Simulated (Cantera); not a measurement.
What does this Cantera script print?

```python
import numpy as np
import cantera as ct

gas = ct.Solution("gri30.yaml")
gas.TPX = 925, 650000, {'CH3OH': 0.024, 'O2': 0.0021, 'N2': 1}
reactor = ct.IdealGasConstPressureReactor(gas, energy="off", clone=False)
net = ct.ReactorNet([reactor])
net.rtol, net.atol = 1e-08, 1e-18
show = ['CH3OH', 'O2', 'C2H', 'HCO', 'CO2', 'H2O2']
times = np.geomspace(8e-05, 20, 13)

steps = ct.SolutionArray(gas, extra=["t"])
rows = []
print(f"{'t/s':>10s}{'T/K':>9s}{'P/Pa':>11s}" + "".join(f"{s:>11s}" for s in show))
for t in times:
    while net.time < t:
        t_next = net.step()
        steps.append(gas.state, t=t_next)
    rows.append([np.interp(t, steps.t, y) for y in (steps.T, steps.P, *steps(*show).X.T)])
    print(f"{t:10.3e}{rows[-1][0]:9.1f}{rows[-1][1]:11.4g}" + "".join(f"{x:11.3e}" for x in rows[-1][2:]))
rate = np.gradient(steps.T, steps.t)
print("integrator steps:", len(steps.t))
if steps.T.max() > steps.T[0] + 200:
    print(f"time of steepest temperature rise: {steps.t[rate.argmax()]:.4e} s")
gas.TPX = 925, 650000, {'CH3OH': 0.024, 'O2': 0.0021, 'N2': 1}
gas.equilibrate("TP")
print(f"equilibrium (TP): T = {gas.T:.1f} K  " + "  ".join(f"{s} {gas[s].X[0]:.3e}" for s in show))
```

Output:

```
       t/s      T/K       P/Pa      CH3OH         O2        C2H        HCO        CO2       H2O2
 8.000e-05    925.0    6.5e+05  2.339e-02  2.047e-03  5.374e-38  2.238e-20  1.098e-12  1.454e-19
 2.254e-04    925.0    6.5e+05  2.339e-02  2.047e-03  1.538e-37  6.922e-20  3.117e-12  3.949e-18
 6.350e-04    925.0    6.5e+05  2.339e-02  2.047e-03  4.358e-37  2.090e-19  8.805e-12  1.029e-16
 1.789e-03    925.0    6.5e+05  2.339e-02  2.047e-03  1.230e-36  6.132e-19  2.483e-11  2.431e-15
 5.040e-03    925.0    6.5e+05  2.339e-02  2.047e-03  3.469e-36  1.818e-18  6.998e-11  5.265e-14
 1.420e-02    925.0    6.5e+05  2.339e-02  2.047e-03  9.811e-36  5.737e-18  1.972e-10  1.007e-12
 4.000e-02    925.0    6.5e+05  2.339e-02  2.047e-03  2.890e-35  2.113e-17  5.555e-10  1.532e-11
 1.127e-01    925.0    6.5e+05  2.339e-02  2.047e-03  1.182e-34  1.059e-16  1.565e-09  1.686e-10
 3.175e-01    925.0    6.5e+05  2.339e-02  2.047e-03  1.194e-33  9.807e-16  4.410e-09  1.451e-09
 8.944e-01    925.0    6.5e+05  2.339e-02  2.046e-03  3.085e-32  3.121e-14  1.244e-08  1.603e-08
 2.520e+00    925.0    6.5e+05  1.694e-03  3.168e-15  1.894e-22  1.311e-10  3.922e-05  9.086e-17
 7.099e+00    925.0    6.5e+05  1.211e-03  7.521e-21  1.498e-22  8.120e-11  3.923e-05  1.142e-21
 2.000e+01    925.0    6.5e+05  4.838e-04  9.682e-21  1.244e-22  3.325e-11  3.935e-05  1.131e-21
integrator steps: 2485
equilibrium (TP): T = 925.0 K  CH3OH 6.858e-11  O2 9.426e-26  C2H 3.234e-26  HCO 1.282e-13  CO2 3.288e-03  H2O2 2.773e-24
```

Detailed kinetics in Cantera: GRI-Mech 3.0 (53 species, 325 reactions). GRI-Mech 3.0 was tuned for natural gas; its chemistry of methanol as a main component is partial and can be far from experiment. Below about 1000 K GRI-Mech 3.0 lacks low-temperature oxidation paths.
